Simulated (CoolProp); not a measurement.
A single-stage vapour-compression cycle with R125: evaporating at 264.15 K (dew point), condensing at 325.15 K (bubble point), superheat 5 K, subcooling 0 K, compressor efficiency 0.65, no pressure losses. Each further row changes one setting.

Values from CoolProp's reference Helmholtz-energy equation of state, Lemmon 2005.

```tsv
case	cooling COP	pressure ratio	discharge temperature (K)	refrigerating effect (kJ/kg)	volumetric capacity (kJ/m³)
as stated	1.42	5.32	344.3	58.6	1780
evaporating temperature 269.15 K	1.66	4.50	342.9	61.2	2190
condensing temperature 320.15 K	1.74	(withheld)	338.6	67.1	2040
subcooling 5 K	1.65	5.32	344.3	67.8	2060
superheat 15 K	1.52	5.32	353.9	66.9	(withheld)
compressor efficiency 0.55	(withheld)	5.32	350.6	58.6	1780
```

**Question.** What belongs in the gaps?

**Answer.** 
- condensing temperature 320.15 K, pressure ratio: 4.74
- superheat 15 K, volumetric capacity (kJ/m³): 1930
- compressor efficiency 0.55, cooling COP: 1.20
